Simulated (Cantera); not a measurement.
A freely propagating, adiabatic, planar premixed flame of 13.7 % CH₄, 0.855 % H₂, 17.9 % O₂, 67.5 % N₂, equivalence ratio 1.6, unburnt at 575 K and 101000 Pa; mixture-averaged transport, grid criteria slope 0.08 and curve 0.16, no radiation.

Computed with Cantera and GRI-Mech 3.0 (53 species, 325 reactions). Burning velocities carry a grid error of a few per cent, more on coarse grids.

x: mole fraction of selected species; z is measured from the peak of heat release.

```json
[
 {"z (mm)": "-2.29", "T (K)": "576", "u (m/s)": "0.423", "x CH₄": "0.137", "x H₂": "0.0130", "x O₂": "0.179", "x CH₂O": "3.06e-7", "x CH₃": "<1e-8", "x NO₂": "<1e-8"},
 {"z (mm)": "-1.52", "T (K)": "582", "u (m/s)": "0.430", "x CH₄": "0.135", "x H₂": "0.0192", "x O₂": "0.177", "x CH₂O": "3.46e-6", "x CH₃": "?", "x NO₂": "<1e-8"},
 {"z (mm)": "-1.14", "T (K)": "604", "u (m/s)": "0.450", "x CH₄": "0.132", "x H₂": "0.0264", "x O₂": "0.175", "x CH₂O": "2.13e-5", "x CH₃": "?", "x NO₂": "2.56e-8"},
 {"z (mm)": "-0.762", "T (K)": "714", "u (m/s)": "0.539", "x CH₄": "0.122", "x H₂": "0.0388", "x O₂": "0.165", "x CH₂O": "0.000166", "x CH₃": "?", "x NO₂": "1.29e-7"},
 {"z (mm)": "-0.381", "T (K)": "1122", "u (m/s)": "0.868", "x CH₄": "0.0853", "x H₂": "0.0566", "x O₂": "0.123", "x CH₂O": "0.000838", "x CH₃": "?", "x NO₂": "1.29e-7"},
 {"z (mm)": "-0.190", "T (K)": "1475", "u (m/s)": "1.16", "x CH₄": "0.0512", "x H₂": "0.0662", "x O₂": "0.0806", "x CH₂O": "0.000953", "x CH₃": "?", "x NO₂": "3.66e-8"},
 {"z (mm)": "0", "T (K)": "1801", "u (m/s)": "1.43", "x CH₄": "0.0190", "x H₂": "0.0736", "x O₂": "0.0348", "x CH₂O": "0.000437", "x CH₃": "?", "x NO₂": "<1e-8"},
 {"z (mm)": "0.190", "T (K)": "1967", "u (m/s)": "1.58", "x CH₄": "0.00564", "x H₂": "0.0772", "x O₂": "0.0105", "x CH₂O": "0.000138", "x CH₃": "?", "x NO₂": "<1e-8"},
 {"z (mm)": "0.381", "T (K)": "2025", "u (m/s)": "1.62", "x CH₄": "0.00239", "x H₂": "0.0797", "x O₂": "0.00309", "x CH₂O": "5.21e-5", "x CH₃": "?", "x NO₂": "<1e-8"},
 {"z (mm)": "0.762", "T (K)": "2057", "u (m/s)": "1.65", "x CH₄": "0.00109", "x H₂": "0.0835", "x O₂": "0.000380", "x CH₂O": "1.48e-5", "x CH₃": "?", "x NO₂": "<1e-8"},
 {"z (mm)": "1.52", "T (K)": "2069", "u (m/s)": "1.66", "x CH₄": "0.000666", "x H₂": "0.0869", "x O₂": "1.89e-5", "x CH₂O": "4.82e-6", "x CH₃": "?", "x NO₂": "<1e-8"},
 {"z (mm)": "3.05", "T (K)": "2071", "u (m/s)": "1.66", "x CH₄": "0.000460", "x H₂": "0.0892", "x O₂": "1.13e-6", "x CH₂O": "2.21e-6", "x CH₃": "?", "x NO₂": "<1e-8"},
 {"z (mm)": "6.09", "T (K)": "2070", "u (m/s)": "1.66", "x CH₄": "0.000261", "x H₂": "0.0909", "x O₂": "6.41e-7", "x CH₂O": "1.07e-6", "x CH₃": "?", "x NO₂": "<1e-8"}
]
```

Question: Some entries are withheld; supply them.

Answer: 
- -1.52, x CH₃: 7.89e-8
- -1.14, x CH₃: 4.33e-7
- -0.762, x CH₃: 5.67e-6
- -0.381, x CH₃: 0.000246
- -0.190, x CH₃: 0.00153
- 0, x CH₃: 0.00332
- 0.190, x CH₃: 0.00215
- 0.381, x CH₃: 0.00106
- 0.762, x CH₃: 0.000382
- 1.52, x CH₃: 0.000150
- 3.05, x CH₃: 7.68e-5
- 6.09, x CH₃: 3.93e-5
